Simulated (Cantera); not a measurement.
Input: 1 mol Cr, 8.5 mol NH3, at 1.60e-6 bar.

Cantera equilibrium calculation (NASA polynomials, part measured and part estimated; ideal gas, pure solids and liquids). Candidate condensed phases: Cr, CrN, Cr2N; 11 gas species. Equilibrium is a limit: real reactors are often held back by kinetics, nucleation or transport. All values below are at 1548 K.

Base state: H2 0.691, N2 0.234, Cr 0.0550, H 0.0202 (mole fractions); condensed: gas only.

Problem. What changes in the equilibrium state with this change: pressure from 1.60e-6 bar to 0.0100 bar?

Solution. 
```tsv
species	before	after
H2	0.691	0.750
N2	0.234	0.250
H	0.0202	0.000267
Cr	0.0550	0.000146
Cr(s), mol	0	0.998
```

Problem. What changes in the equilibrium state with this change: Cr replaced by V?

Solution. 
```json
[
 {"species": "H2", "before": "0.691", "after": "0.732"},
 {"species": "N2", "before": "0.234", "after": "0.247"},
 {"species": "H", "before": "0.0202", "after": "0.0208"},
 {"species": "Cr", "before": "0.0550", "after": "0"},
 {"species": "V", "before": "0", "after": "0.000197"},
 {"species": "V(s), mol", "before": "0", "after": "0.997"}
]
```
Condensed phases not in the tables: V2N, N, O or C dissolved in the metal. Further candidate phases: V, VN.
